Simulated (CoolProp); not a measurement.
200 sccm (0 °C, 1 atm) of nitrogen bubbles through liquid o-xylene at 361.5 K and leaves saturated at a total pressure of 0.15 MPa (ideal gas phase). Each further row changes one setting.

Computed with CoolProp (reference Helmholtz-energy equation of state, Zhou 2012).

```csv
case,vapour pressure (kPa),mole fraction of vapour,delivery (mg/min),delivery (sccm),change of delivery for a bath 1 K warmer (%)
as stated,17.5,0.116,125,26.3,4.3
bath temperature 366.5 K,21.0,0.140,154,32.5,4.3
total pressure 0.3 MPa,17.5,0.0582,58.5,12.4,4.0
```
